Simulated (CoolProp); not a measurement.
Vapour-liquid equilibrium of n-hexane (1) + hexamethyldisiloxane (MM) (2) at 299.9 K; x and y are mole fractions of (1).

Model: multi-fluid Helmholtz-energy mixture model, Thol 2019 and Thol 2016; pair parameters Bell 2016, in CoolProp.

```json
[
 {"x": "0.05", "bubble pressure, mixture model (bar)": "0.06764", "bubble pressure, Raoult's law (bar)": "0.06872", "y, mixture model": "0.143", "y, Raoult's law": "0.158"},
 {"x": "0.2", "bubble pressure, mixture model (bar)": "0.08707", "bubble pressure, Raoult's law (bar)": "0.09220", "y, mixture model": "0.437", "y, Raoult's law": "0.472"},
 {"x": "0.35", "bubble pressure, mixture model (bar)": "0.1071", "bubble pressure, Raoult's law (bar)": "0.1157", "y, mixture model": "0.628", "y, Raoult's law": "0.658"},
 {"x": "0.5", "bubble pressure, mixture model (bar)": "0.1291", "bubble pressure, Raoult's law (bar)": "0.1392", "y, mixture model": "0.767", "y, Raoult's law": "0.781"},
 {"x": "0.65", "bubble pressure, mixture model (bar)": "0.1538", "bubble pressure, Raoult's law (bar)": "0.1627", "y, mixture model": "0.869", "y, Raoult's law": "0.869"},
 {"x": "0.8", "bubble pressure, mixture model (bar)": "0.1808", "bubble pressure, Raoult's law (bar)": "0.1861", "y, mixture model": "0.941", "y, Raoult's law": "0.935"},
 {"x": "0.95", "bubble pressure, mixture model (bar)": "0.2085", "bubble pressure, Raoult's law (bar)": "0.2096", "y, mixture model": "0.989", "y, Raoult's law": "0.985"}
]
```

The largest gap from Raoult's law is -7.4 % in bubble pressure, at x = 0.35. No azeotrope shows between x = 0.05 and 0.95.

Pair parameters are fitted to limited data, so mixtures are less certain than the pure fluids.
